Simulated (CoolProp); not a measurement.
Vapour-liquid equilibrium of propylene (1) + n-heptane (2) at 0.124 MPa; x and y are mole fractions of (1).

Model: multi-fluid Helmholtz-energy mixture model, Lemmon 2013 and Span 2003; pair parameters Bell 2016, in CoolProp.

### Question
Give the bubble temperature and the first vapour's composition at x = 0.05, 0.2, 0.5. Is there an azeotrope?

### Answer
x = 0.05: 59.3 °C, y = 0.782; x = 0.2: -2.5 °C, y = 0.991; x = 0.5: -30.9 °C, y = 0.999. No azeotrope shows between x = 0.05 and 0.95.

The pair parameters rest on a limited set of measurements; away from them the model extrapolates. The gap from Raoult's law changes sign with composition, which may be real or a fault of the pair parameters; it wasn't checked against measurements.
